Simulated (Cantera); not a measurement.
A perfectly stirred reactor is fed with 1.28 % H2, 98.7 % O2, at 6.30 Torr; it is held at 1198 K, and followed from long to short residence time.

Computed with Cantera and the H2/O2 subset of GRI-Mech 3.0, which has no nitrogen chemistry. Radical loss at walls, strong at low pressure, is not modelled.

x: mole fraction; the columns are a selection and need not sum to one.

| τ (s) | x H2 | x O2 | x O | x H2O2 | x H2O | x HO2 | x OH |
|---|---|---|---|---|---|---|---|
| 10 | 1.85e-5 | 0.986 | 0.00103 | 1.01e-8 | 0.0127 | 2.33e-7 | 0.000322 |
| 2.8 | 3.83e-5 | 0.985 | 0.00221 | 1.27e-8 | 0.0126 | 3.56e-7 | 0.000475 |
| 0.76 | 8.01e-5 | 0.982 | 0.00433 | 1.50e-8 | 0.0124 | 5.08e-7 | 0.000680 |
| 0.21 | ? | 0.980 | ? | ? | 0.0120 | ? | ? |
| 0.056 | 0.000426 | 0.977 | 0.00871 | 2.34e-8 | 0.0115 | 8.12e-7 | 0.00119 |
| 0.015 | ? | 0.977 | 0.00865 | ? | ? | ? | ? |
| 0.0042 | 0.00336 | 0.979 | 0.00675 | 5.47e-8 | 0.00798 | 1.09e-6 | 0.00198 |
| 0.0011 | 0.00925 | 0.984 | 0.00235 | 3.06e-8 | 0.00276 | 8.90e-7 | 0.00126 |

### Question
Some entries are withheld; supply them.

### Answer

- 0.21, x H2: 0.000172
- 0.21, x O: 0.00694
- 0.21, x H2O2: 1.77e-8
- 0.21, x HO2: 6.59e-7
- 0.21, x OH: 0.000912
- 0.015, x H2: 0.00120
- 0.015, x H2O2: 3.66e-8
- 0.015, x H2O: 0.0104
- 0.015, x HO2: 9.80e-7
- 0.015, x OH: 0.00160
